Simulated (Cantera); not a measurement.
Charge: 1 mol Si(CH₃)₄, 0.55 mol HCl, 28 mol H₂, 0.11 mol C₂H₄, at 1623 K and 6.30 Torr.

Equilibrium computed with Cantera from the NASA thermochemical tables; the gas is ideal and each condensed phase is pure. Candidate condensed phases: C, C₆H₆, C₇H₈, C₈H₁₈, Si, SiC; 109 gas species. Kinetics and transport are ignored.

Problem. What is the equilibrium state?

Solution. 
```json
{
 "x(H₂)": "0.983",
 "x(HCl)": "0.0158",
 "x(H)": "0.000748",
 "x(C₂H₂ (acetylene))": "3.43e-5",
 "x(CH₄)": "1.20e-5",
 "x(SiCl₂)": "1.01e-5",
 "x(Cl)": "9.45e-6",
 "n(C(graphite))": "3.22 mol",
 "n(SiC(s))": "1.000 mol",
 "gas_amount": "34.78 mol",
 "log10 activity of Si(s) (absent)": "-1.94"
}
```
